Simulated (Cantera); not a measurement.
An isothermal, constant-pressure homogeneous reactor starts with N2O : H2O = 1 : 0.024 (molar parts), at 1623 K and 2100 Pa. Integrator tolerance rtol = 1e-08.

Detailed kinetics in Cantera: GRI-Mech 3.0 (53 species, 325 reactions). GRI-Mech 3.0 was tuned for natural gas; its chemistry of N2O as a main component is partial and can be far from experiment. Radical loss at walls, strong at low pressure, is not modelled. The temperature is held fixed by assumption; the heat of reaction is taken as removed at once.

| quantity | before | after |
|---|---|---|
| x(N2O) at 6.00 s | 6.86e-6 (gas-phase equilibrium 1.91e-8) | 0.975 (gas-phase equilibrium 3.90e-10) |
| x(H2O) at 6.00 s | 0.0156 (gas-phase equilibrium 0.0156) | 0.0234 (gas-phase equilibrium 0.0157) |
| x(NO2) at 6.00 s | 9.86e-5 (gas-phase equilibrium 1.67e-6) | 1.56e-5 (gas-phase equilibrium 3.49e-7) |
| x(H2) at 6.00 s | 1.93e-6 (gas-phase equilibrium 1.64e-6) | 2.11e-9 (gas-phase equilibrium 1.67e-11) |
| x(HO2) at 6.00 s | 7.34e-8 (gas-phase equilibrium 9.16e-8) | 3.70e-7 (gas-phase equilibrium 1.97e-10) |
| x(N2) at 6.00 s | 0.572 (gas-phase equilibrium 0.655) | 0.000878 (gas-phase equilibrium 0.656) |

Task: What was changed between the two runs?
A. H2O 0.024 to 0.12 parts
B. pressure from 2100 Pa to 4400 Pa
C. N2O 1 to 0.35 parts
D. temperature 1623 to 1000 K

Result: D, temperature 1623 to 1000 K
